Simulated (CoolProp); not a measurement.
Saturation properties of hydrogen chloride.

Computed with CoolProp (reference Helmholtz-energy equation of state, Thol 2018).

| T (K) | p (MPa) | vapour density (kg/m³) | enthalpy of vaporisation (kJ/kg) | liquid cp (kJ/(kg K)) |
|---|---|---|---|---|
| 178.4 | 0.05626 | 1.411 | 453.9 | 1.657 |
| 181.2 | 0.06707 | 1.660 | 451.0 | 1.657 |
| 184 | 0.07949 | 1.943 | 448.2 | 1.658 |
| 186.8 | 0.09367 | 2.262 | 445.2 | 1.659 |
| 189.6 | 0.1098 | 2.621 | 442.2 | 1.660 |
| 192.4 | 0.1281 | 3.023 | 439.2 | 1.662 |
| 195.2 | 0.1486 | 3.472 | 436.1 | 1.664 |
| 198 | 0.1717 | 3.970 | 432.9 | 1.667 |
| 200.8 | 0.1975 | 4.522 | 429.7 | 1.670 |
| 203.6 | 0.2262 | 5.132 | 426.4 | 1.674 |
| 206.4 | 0.2580 | 5.804 | 423.1 | 1.678 |
| 209.2 | 0.2932 | 6.541 | 419.6 | 1.682 |
| 212 | 0.3320 | 7.349 | 416.1 | 1.687 |
| 214.8 | 0.3746 | 8.232 | 412.6 | 1.693 |
| 217.6 | 0.4213 | 9.194 | 408.9 | 1.699 |

It boils at 188.2 K under 1 atm.
